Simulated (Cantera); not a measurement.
Mixture: 6.57 % CH₄, 4.14 % H₂, 18.8 % O₂, 70.3 % N₂, 0.197 % H₂O, at 1000000 Pa, adiabatic and at constant volume. Ignition delay is the time to a rise of 400 K.

Cantera simulation using GRI-Mech 3.0 (53 species, 325 reactions); the numbers are that mechanism's predictions, not measurements.

Q: Predict: delay at 1148 K; delay at 1248 K; delay at 1348 K; delay at 1448 K; delay at 1548 K; apparent activation energy between 1498 and 1598 K.

A: 
| Item | Result |
|---|---|
| delay at 1148 K | 0.596 ms |
| delay at 1248 K | 0.165 ms |
| delay at 1348 K | 71.4 µs |
| delay at 1448 K | 36.3 µs |
| delay at 1548 K | 19.9 µs |
| apparent activation energy between 1498 and 1598 K | 110 kJ/mol |
